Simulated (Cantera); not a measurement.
Equilibrium for oxide etching and cleaning by halides: SiO2 + Cl2 + H2 + SiCl4

Charge: 1 mol SiO2, a varied amount of Cl2, 0.65 mol H2, 3.9 mol SiCl4, held at 525 °C and 0.0100 bar.

Equilibrium computed with Cantera from the NASA thermochemical tables; the gas is ideal and each condensed phase is pure. Candidate condensed phases: H2O, Si, SiO2; 30 gas species. Equilibrium is a limit: real reactors are often held back by kinetics, nucleation or transport.

```json
[
 {"n(Cl2) (mol)": "1.2", "x Cl2": "0.0956", "x SiCl4": "0.678", "x HCl": "0.226", "x Cl": "2.76e-5", "x H2O": "1.84e-9", "n SiO2(α-quartz)": "1.00"},
 {"n(Cl2) (mol)": "1.7", "x Cl2": "0.168", "x SiCl4": "0.624", "x HCl": "0.208", "x Cl": "3.66e-5", "x H2O": "1.63e-9", "n SiO2(α-quartz)": "1.00"},
 {"n(Cl2) (mol)": "2.5", "x Cl2": "0.262", "x SiCl4": "0.553", "x HCl": "0.184", "x Cl": "4.57e-5", "x H2O": "1.36e-9", "n SiO2(α-quartz)": "1.00"},
 {"n(Cl2) (mol)": "3.6", "x Cl2": "0.362", "x SiCl4": "0.479", "x HCl": "0.160", "x Cl": "5.37e-5", "x H2O": "1.09e-9", "n SiO2(α-quartz)": "1.00"},
 {"n(Cl2) (mol)": "5.2", "x Cl2": "0.467", "x SiCl4": "0.400", "x HCl": "0.133", "x Cl": "6.10e-5", "x H2O": "8.35e-10", "n SiO2(α-quartz)": "1.00"},
 {"n(Cl2) (mol)": "7.4", "x Cl2": "0.565", "x SiCl4": "0.326", "x HCl": "0.109", "x Cl": "6.71e-5", "x H2O": "6.16e-10", "n SiO2(α-quartz)": "1.00"},
 {"n(Cl2) (mol)": "11", "x Cl2": "0.666", "x SiCl4": "0.251", "x HCl": "0.0836", "x Cl": "7.28e-5", "x H2O": "4.15e-10", "n SiO2(α-quartz)": "1.00"},
 {"n(Cl2) (mol)": "15", "x Cl2": "0.734", "x SiCl4": "0.199", "x HCl": "0.0665", "x Cl": "7.65e-5", "x H2O": "2.94e-10", "n SiO2(α-quartz)": "1.00"},
 {"n(Cl2) (mol)": "22", "x Cl2": "0.804", "x SiCl4": "0.147", "x HCl": "0.0490", "x Cl": "8.00e-5", "x H2O": "1.86e-10", "n SiO2(α-quartz)": "1.00"},
 {"n(Cl2) (mol)": "32", "x Cl2": "0.858", "x SiCl4": "0.107", "x HCl": "0.0356", "x Cl": "8.27e-5", "x H2O": "1.15e-10", "n SiO2(α-quartz)": "1.00"},
 {"n(Cl2) (mol)": "46", "x Cl2": "0.897", "x SiCl4": "0.0771", "x HCl": "0.0257", "x Cl": "8.45e-5", "x H2O": "7.08e-11", "n SiO2(α-quartz)": "1.00"}
]
```
x: gas mole fraction; n: condensed amount in mol.

From 1.2 mol Cl2 to 46 mol Cl2 the condensed part is SiO2(α-quartz). The main Si-bearing gas is SiCl4 throughout.
